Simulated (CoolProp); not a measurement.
R113 along the isobar 49.2 bar: fugacity coefficient from the reference equation and from simpler models built on Tc = 487.2 K, pc = 33.92 bar, ω = 0.253; each cubic takes its own stable root.

Computed with CoolProp (reference Helmholtz-energy equation of state, Marx 1992).

| T (K) | phase | reference | van der Waals | Redlich-Kwong | Soave-Redlich-Kwong | Peng-Robinson |
|---|---|---|---|---|---|---|
| 407.7 | liquid | 0.1850 | 0.3194 | 0.2270 | 0.1903 | 0.1821 |
| 420.9 | liquid | 0.2276 | 0.3548 | 0.2691 | 0.2344 | 0.2240 |
| 434.1 | liquid | 0.2748 | 0.3910 | 0.3138 | 0.2829 | 0.2704 |
| 447.3 | liquid | 0.3261 | 0.4277 | 0.3606 | 0.3354 | 0.3205 |
| 460.4 | liquid | 0.3802 | 0.4644 | 0.4083 | 0.3904 | 0.3732 |
| 473.6 | liquid | 0.4370 | 0.5012 | 0.4569 | 0.4475 | 0.4279 |
| 486.8 | liquid | 0.4947 | 0.5374 | 0.5049 | 0.5046 | 0.4827 |
| 500 | supercritical | 0.5513 | 0.5727 | 0.5509 | 0.5594 | 0.5352 |
